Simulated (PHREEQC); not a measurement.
A solution holds 15 mmol/kgw KHF2, at 25 °C. Closed to the air; pH follows from the charge balance.

Computed with PHREEQC (ion-association model, wateq4f.dat).

No solid was allowed to form.

Question: Predict the pH, ionic strength.

Answer: pH 3.19; ionic strength 0.0157 mol/kgw.

Question: In which forms is F present?

Answer: F- 50 %, HF 42 %, HF2- 4.9 %, H2F2 2.8 % of the F.
